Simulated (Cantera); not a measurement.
Feed: 1 mol TiO₂, 14 mol CO, equilibrated at 2277 °C and 4.10 mbar.

Method: chemical equilibrium by Gibbs-energy minimisation in Cantera with the NASA 1993 tables (ideal gas, pure condensed phases). Candidate condensed phases: C, Ti, TiC, TiO, TiO₂, Ti₂O₃, Ti₃O₅, Ti₄O₇; 15 gas species. Rates play no part.

Base state: CO 0.940, TiO₂ 0.0258, CO₂ 0.0177, TiO 0.0119, O 0.00405, O₂ 0.000198, Ti 1.97e-5 (mole fractions); condensed: Ti₃O₅(l).

### Question
What changes in the equilibrium state with this change: 1.5 mol O₂ added?

### Answer
```json
[
 {"species": "CO", "before": "0.940", "after": "0.768"},
 {"species": "CO₂", "before": "0.0177", "after": "0.130"},
 {"species": "TiO₂", "before": "0.0258", "after": "0.0468"},
 {"species": "O", "before": "0.00405", "after": "0.0365"},
 {"species": "O₂", "before": "0.000198", "after": "0.0160"},
 {"species": "TiO", "before": "0.0119", "after": "0.00239"},
 {"species": "Ti", "before": "1.97e-5", "after": "4.42e-7"},
 {"species": "Ti₃O₅(l), mol", "before": "0.150", "after": "0"},
 {"species": "Ti₄O₇(l), mol", "before": "0", "after": "0.0584"}
]
```
Condensed phases not in the tables: Magnéli phases beyond Ti₄O₇.
